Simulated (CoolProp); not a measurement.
100 sccm (0 °C, 1 atm) of nitrogen bubbles through liquid n-heptane at 313 K and leaves saturated at a total pressure of 0.15 MPa (ideal gas phase). Each further row changes one setting.

Values from CoolProp's reference Helmholtz-energy equation of state, Span 2003. It is a short technical equation, of lower accuracy than the large ones.

```csv
case,vapour pressure (kPa),mole fraction of vapour,delivery (mg/min),delivery (sccm),change of delivery for a bath 1 K warmer (%)
as stated,12.2,0.0816,39.7,8.89,4.9
bath temperature 318 K,15.2,0.101,50.5,11.3,4.9
total pressure 0.3 MPa,12.2,0.0408,19.0,4.26,4.7
```
